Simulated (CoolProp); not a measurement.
Vapour-liquid equilibrium of acetone (1) + n-decane (2) at 0.491 MPa; x and y are mole fractions of (1).

Model: multi-fluid Helmholtz-energy mixture model, Lemmon 2006 and Lemmon 2006; pair parameters Bell 2016, in CoolProp.

**Question.** Give the bubble temperature and the first vapour's composition at x = 0.05, 0.2, 0.65. Is there an azeotrope?

**Answer.** x = 0.05: 498.9 K, y = 0.332; x = 0.2: 443.7 K, y = 0.817; x = 0.65: 397.9 K, y = 0.967. No azeotrope shows between x = 0.05 and 0.95.

Pair parameters are fitted to limited data, so mixtures are less certain than the pure fluids. The gap from Raoult's law changes sign with composition, which may be real or a fault of the pair parameters; it wasn't checked against measurements.
